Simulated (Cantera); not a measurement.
A Cantera script and what it prints.

```python
import numpy as np
import cantera as ct

gas_names = """
    H HO2 H2 H2O H2O2 Li LiH LiO LiOH Li2 Li2O Li2O2 Li2O2H2 O OH O2 O3
""".split()
cond_names = """
    H2O(s) H2O(L) Li(cr) Li(L) LiH(s) LiH(L) LiOH(s) LiOH(L) Li2O(s) Li2O(L)
""".split()


def load(file, names, dense=False):
    # The tables refer to 1 bar. Condensed volumes are neglected.
    table = {s.name: s for s in ct.Species.list_from_file(file)}
    out = []
    for n in names:
        d = dict(table[n].input_data)
        d["thermo"] = dict(d["thermo"], **{"reference-pressure": 1e5})
        if dense:
            d["equation-of-state"] = {"model": "constant-volume", "density": "1e6 g/cm^3"}
        out.append(ct.Species.from_dict(d))
    return out


gas = ct.Solution(thermo="ideal-gas", species=load("nasa_gas.yaml", gas_names))
cond = {s.name: ct.Solution(thermo="fixed-stoichiometry", species=[s], name=s.name)
        for s in load("nasa_condensed.yaml", cond_names, dense=True)}
atoms = {
    'LiOH': {'Li': 1, 'O': 1, 'H': 1},
    'H2O': {'H': 2, 'O': 1},
}
top_T = {}  # K; cautious upper limits of use, not melting points


def equilibrate(T, P, feed):
    n = {}
    for name, mol in feed.items():
        for a, k in atoms[name].items():
            n[a] = n.get(a, 0.0) + k * mol
    gas.TPX = T, P, n
    mass = sum(n.values()) * gas.mean_molecular_weight
    gas.equilibrate("TP")
    valid = [c for c in cond.values() if c.min_temp <= T <= top_T.get(c.name, c.max_temp)]
    mix = ct.Mixture([(gas, mass / gas.mean_molecular_weight)] + [(c, 0.0) for c in valid])
    mix.T, mix.P = T, P
    mix.equilibrate("TP", solver="vcs", rtol=1e-11, max_steps=5000)
    return mix


results = []
T = 1848  # K
P = 25  # Pa
for m in [0.019, 0.036, 0.07, 0.14, 0.26, 0.51, 0.98, 1.9]:
    feed = {'LiOH': 1, 'H2O': m}  # mol
    mix = equilibrate(T, P, feed)
    results.append((T, P, feed, dict(zip(mix.species_names, mix.species_moles))))
    x = sorted(zip(gas.X, gas.species_names), reverse=True)
    print(f"T = {T:g} K  P = {P:g} Pa  n(H2O) = {m:g} mol  gas = {mix.phase_moles(0):.4g} mol")
    print("   x: " + "  ".join(f"{s} {v:.3e}" for v, s in x if v > 1e-06))
    print("   condensed (mol): " + ("  ".join(f"{mix.phase(i).name} {mix.phase_moles(i):.4g}"
          for i in range(1, mix.n_phases) if mix.phase_moles(i) > 1e-12) or "none"))
```

Result:

```
T = 1848 K  P = 25 Pa  n(H2O) = 0.019 mol  gas = 1.186 mol
   x: LiOH 6.296e-01  Li 1.802e-01  H2O 1.162e-01  O2 4.395e-02  Li2O 1.567e-02  OH 5.305e-03  H2 2.920e-03  O 2.511e-03  H 1.812e-03  LiO 1.746e-03  Li2O2 1.470e-05  LiH 7.063e-06  Li2O2H2 3.039e-06
   condensed (mol): none
T = 1848 K  P = 25 Pa  n(H2O) = 0.036 mol  gas = 1.2 mol
   x: LiOH 6.283e-01  Li 1.743e-01  H2O 1.256e-01  O2 4.264e-02  Li2O 1.444e-02  OH 5.473e-03  H2 3.203e-03  O 2.473e-03  H 1.898e-03  LiO 1.663e-03  Li2O2 1.334e-05  LiH 7.156e-06  Li2O2H2 3.026e-06
   condensed (mol): none
T = 1848 K  P = 25 Pa  n(H2O) = 0.07 mol  gas = 1.229 mol
   x: LiOH 6.237e-01  Li 1.637e-01  H2O 1.443e-01  O2 4.031e-02  Li2O 1.238e-02  OH 5.785e-03  H2 3.785e-03  O 2.405e-03  H 2.063e-03  LiO 1.519e-03  Li2O2 1.113e-05  LiH 7.306e-06  Li2O2H2 2.982e-06
   condensed (mol): none
T = 1848 K  P = 25 Pa  n(H2O) = 0.14 mol  gas = 1.291 mol
   x: LiOH 6.089e-01  H2O 1.820e-01  Li 1.459e-01  O2 3.652e-02  Li2O 9.355e-03  OH 6.339e-03  H2 5.017e-03  H 2.375e-03  O 2.289e-03  LiO 1.288e-03  Li2O2 8.000e-06  LiH 7.493e-06  Li2O2H2 2.842e-06
   condensed (mol): none
T = 1848 K  P = 25 Pa  n(H2O) = 0.26 mol  gas = 1.402 mol
   x: LiOH 5.759e-01  H2O 2.420e-01  Li 1.236e-01  O2 3.207e-02  H2 7.116e-03  OH 7.075e-03  Li2O 6.295e-03  H 2.829e-03  O 2.145e-03  LiO 1.023e-03  LiH 7.562e-06  Li2O2 5.045e-06  Li2O2H2 2.542e-06
   condensed (mol): none
T = 1848 K  P = 25 Pa  n(H2O) = 0.51 mol  gas = 1.646 mol
   x: LiOH 5.051e-01  H2O 3.443e-01  Li 9.493e-02  O2 2.695e-02  H2 1.104e-02  OH 8.080e-03  H 3.524e-03  Li2O 3.404e-03  O 1.967e-03  LiO 7.201e-04  LiH 7.235e-06  Li2O2 2.501e-06  Li2O2H2 1.956e-06
   condensed (mol): none
T = 1848 K  P = 25 Pa  n(H2O) = 0.98 mol  gas = 2.118 mol
   x: H2O 4.748e-01  LiOH 4.016e-01  Li 6.700e-02  O2 2.281e-02  H2 1.656e-02  OH 9.102e-03  H 4.315e-03  O 1.809e-03  Li2O 1.560e-03  LiO 4.676e-04  LiH 6.253e-06  Li2O2H2 1.236e-06  Li2O2 1.055e-06
   condensed (mol): none
T = 1848 K  P = 25 Pa  n(H2O) = 1.9 mol  gas = 3.055 mol
   x: H2O 6.137e-01  LiOH 2.829e-01  Li 4.291e-02  H2 2.285e-02  O2 2.000e-02  OH 1.001e-02  H 5.069e-03  O 1.694e-03  Li2O 5.990e-04  LiO 2.804e-04  LiH 4.704e-06
   condensed (mol): none
```

Cantera equilibrium calculation (NASA polynomials, part measured and part estimated; ideal gas, pure solids and liquids).
